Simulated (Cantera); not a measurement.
Cantera run, input and output.

```python
import numpy as np
import cantera as ct

gas = ct.Solution("gri30.yaml")
gas.TPX = 1450, 2100, {'C2H6': 1, 'N2': 88}
reactor = ct.IdealGasConstPressureReactor(gas, energy="off", clone=False)
net = ct.ReactorNet([reactor])
net.rtol, net.atol = 1e-08, 1e-18
show = ['C2H6', 'CH4', 'C2H', 'H2', 'HCN']
times = np.geomspace(4e-06, 50, 12)

steps = ct.SolutionArray(gas, extra=["t"])
rows = []
print(f"{'t/s':>10s}{'T/K':>9s}{'P/Pa':>11s}" + "".join(f"{s:>11s}" for s in show))
for t in times:
    while net.time < t:
        t_next = net.step()
        steps.append(gas.state, t=t_next)
    rows.append([np.interp(t, steps.t, y) for y in (steps.T, steps.P, *steps(*show).X.T)])
    print(f"{t:10.3e}{rows[-1][0]:9.1f}{rows[-1][1]:11.4g}" + "".join(f"{x:11.3e}" for x in rows[-1][2:]))
rate = np.gradient(steps.T, steps.t)
print("integrator steps:", len(steps.t))
if steps.T.max() > steps.T[0] + 200:
    print(f"time of steepest temperature rise: {steps.t[rate.argmax()]:.4e} s")
gas.TPX = 1450, 2100, {'C2H6': 1, 'N2': 88}
gas.equilibrate("TP")
print(f"equilibrium (TP): T = {gas.T:.1f} K  " + "  ".join(f"{s} {gas[s].X[0]:.3e}" for s in show))
```

Output:

```
       t/s      T/K       P/Pa       C2H6        CH4        C2H         H2        HCN
 4.000e-06   1450.0       2100  1.123e-02  5.792e-10  9.705e-29  3.304e-11  5.246e-20
 1.767e-05   1450.0       2100  1.123e-02  1.126e-08  2.862e-25  7.029e-10  4.472e-18
 7.806e-05   1450.0       2100  1.121e-02  2.191e-07  3.547e-21  3.173e-08  4.199e-16
 3.448e-04   1450.0       2100  1.110e-02  4.213e-06  2.114e-16  3.704e-06  1.662e-12
 1.523e-03   1450.0       2100  1.030e-02  7.583e-05  7.564e-11  3.523e-04  2.425e-08
 6.729e-03   1450.0       2100  4.511e-03  1.014e-03  1.540e-08  5.280e-03  7.090e-07
 2.972e-02   1450.0       2100  7.727e-05  2.384e-03  4.883e-08  1.399e-02  1.945e-06
 1.313e-01   1450.0       2100  3.693e-06  2.298e-03  1.781e-08  1.743e-02  2.118e-06
 5.800e-01   1450.0       2100  7.238e-07  2.224e-03  7.750e-09  1.854e-02  2.140e-06
 2.562e+00   1450.0       2100  2.716e-07  2.137e-03  4.729e-09  1.879e-02  2.149e-06
 1.132e+01   1450.0       2100  2.042e-07  1.894e-03  4.680e-09  1.916e-02  2.171e-06
 5.000e+01   1450.0       2100  9.448e-08  1.220e-03  5.167e-09  2.016e-02  2.252e-06
integrator steps: 1196
equilibrium (TP): T = 1450.0 K  C2H6 2.107e-12  CH4 4.090e-06  C2H 9.905e-10  H2 2.197e-02  HCN 1.870e-02
```

Detailed kinetics in Cantera: GRI-Mech 3.0 (53 species, 325 reactions). GRI-Mech 3.0 stops at C3 and has no aromatics, soot or wall deposition, so with more carbon than oxygen in the feed, carbon stays in small species such as C2H2 where larger ones or solid carbon would form. Radical loss at walls, strong at low pressure, is not modelled.
